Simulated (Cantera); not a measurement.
A closed system holds: 1 mol MgF2, 0.78 mol HF, 110 mol N2, held at 0.00248 Torr.

Method: chemical equilibrium by Gibbs-energy minimisation in Cantera with the NASA 1993 tables (ideal gas, pure condensed phases). Candidate condensed phases: Mg, MgF2; 28 gas species. Equilibrium is a limit: real reactors are often held back by kinetics, nucleation or transport.

Q: Which condensed phases are stable at each of these points (T (°C)): 527, 627, 727, 827, 927, 1027, 1127, 1227, 1327, 1427, 1527, 1627, 1727?

A: 
| T (°C) | condensed phases | Mg condensed (%) |
|---|---|---|
| 527 | MgF2(s) | 100.0 |
| 627 | MgF2(s) | 100.0 |
| 727 | MgF2(s) | 100.0 |
| 827 | MgF2(s) | 96.8 |
| 927 | gas only | 0.0 |
| 1027 | gas only | 0.0 |
| 1127 | gas only | 0.0 |
| 1227 | gas only | 0.0 |
| 1327 | gas only | 0.0 |
| 1427 | gas only | 0.0 |
| 1527 | gas only | 0.0 |
| 1627 | gas only | 0.0 |
| 1727 | gas only | 0.0 |

From 527 °C to 827 °C the condensed part is MgF2(s). From 927 °C to 1727 °C nothing is condensed.
